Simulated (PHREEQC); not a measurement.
Solution (25 °C): 8.4 mmol/kgw ZnSO4, 0.182 mmol/kgw MgSO4 and 0.0076 mmol/kgw Na2SO4. Closed to the air; pH follows from the charge balance.

Equilibrium calculation in PHREEQC: ion-association model, wateq4f.dat.

Q: The ionic strength comes out as 0.0236 mol/kgw. What activity coefficients do H+, ZnOH+, SO4-2, Mg+2, Zn(SO4)2-2 get?

A: H+ 0.88, ZnOH+ 0.86, SO4-2 0.56, Mg+2 0.57, Zn(SO4)2-2 0.55.

Precipitation was switched off in this run. Species that the database lacks are ignored.
